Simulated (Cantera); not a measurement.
A perfectly stirred reactor is fed with CH4 : C2H6 : C3H8 : O2 : N2 = 1 : 0.039 : 1.4 : 20.3 : 76.3 (molar parts), equivalence ratio 0.45, at 1.50 bar; it is adiabatic with a 450 K inlet, and is followed from long to short residence time, starting on the burning branch (τ in s: 0.3, 0.087, 0.025, 0.0072, 0.0021, 0.0006, 0.00017, 4.9e-05, 1.4e-05, 4.1e-06).

Detailed kinetics in Cantera: GRI-Mech 3.0 (53 species, 325 reactions). GRI-Mech 3.0 was tuned for natural gas; its chemistry of propane as a main component is partial and can be far from experiment.

Q: What does this change do: inlet temperature 450 to 775 K?

A: 
| quantity | before | after |
|---|---|---|
| blow-out, bracketed by the residence times tried | burning at 2.10 ms, out at 0.600 ms | burning at 0.170 ms, out at 49.0 µs |
| x(CH4) at τ = 0.300 s | 2.51e-6 | 8.09e-7 |
| x(C2H6) at τ = 0.300 s | 2.41e-8 | 6.23e-9 |
| x(C3H8) at τ = 0.300 s | 9.09e-7 | 1.97e-7 |
| x(OH) at τ = 0.300 s | 0.000271 | 0.000670 |
| x(C2H) at τ = 0.300 s | 6.66e-11 | 2.51e-10 |
| x(CH4) at τ = 0.600 ms | 0.0101 | 4.99e-5 |
| x(C2H6) at τ = 0.600 ms | 0.000394 | 5.01e-7 |
| x(C3H8) at τ = 0.600 ms | 0.0141 | 1.66e-5 |
| x(OH) at τ = 0.600 ms | <1e-12 | 0.00313 |
| x(C2H) at τ = 0.600 ms | <1e-12 | 6.85e-9 |

Q: What does this change do: O2 20.3 to 30 parts?

A: 
```
quantity                                                                       before                                after
------------------------------------------------  -----------------------------------  -----------------------------------
blow-out, bracketed by the residence times tried  burning at 2.10 ms, out at 0.600 ms  burning at 2.10 ms, out at 0.600 ms
x(CH4) at τ = 0.300 s                                                         2.51e-6                              3.78e-6
x(C2H6) at τ = 0.300 s                                                        2.41e-8                              3.78e-8
x(C3H8) at τ = 0.300 s                                                        9.09e-7                              1.45e-6
x(OH) at τ = 0.300 s                                                         0.000271                             0.000177
x(C2H) at τ = 0.300 s                                                        6.66e-11                             1.50e-11
x(CH4) at τ = 0.600 ms                                                         0.0101                              0.00920
x(C2H6) at τ = 0.600 ms                                                      0.000394                             0.000359
x(C3H8) at τ = 0.600 ms                                                        0.0141                               0.0129
x(OH) at τ = 0.600 ms                                                          <1e-12                               <1e-12
x(C2H) at τ = 0.600 ms                                                         <1e-12                               <1e-12
```
